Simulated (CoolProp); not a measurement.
Saturation properties of diethyl ether.

The numbers come from the reference Helmholtz-energy equation of state, Thol 2014 in CoolProp.

```csv
T (°C),p (bar),liquid density (kg/m³),liquid cp (kJ/(kg K)),vapour Z,surface tension (mN/m)
18.55,0.5551,715.2,2.312,0.9691,17.3
36.95,1.106,693.8,2.377,0.9510,15.1
55.35,2.015,671.1,2.448,0.9272,13.0
73.65,3.404,647.2,2.528,0.8969,10.9
92.05,5.432,621.2,2.620,0.8592,8.84
110.45,8.250,592.8,2.730,0.8130,6.88
128.75,12.01,561.2,2.872,0.7568,5.02
147.15,16.95,524.3,3.084,0.6867,3.27
```

It boils at 34.5 °C under 1 atm.

Surface tension comes from a separate correlation (Mulero 2014).
